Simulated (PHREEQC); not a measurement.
**Acid rinse or clean: an equilibrium model**

Make-up at 18 °C: 0.0015 mol/kgw HBr and 0.00039 mol/kgw MgCl2. Closed to the air; pH follows from the charge balance.

Computed with PHREEQC (ion-association model, phreeqc.dat).

No solid was allowed to form.

### Question
Predict the pH.

### Answer
pH 2.85.

Species that the database lacks are ignored.
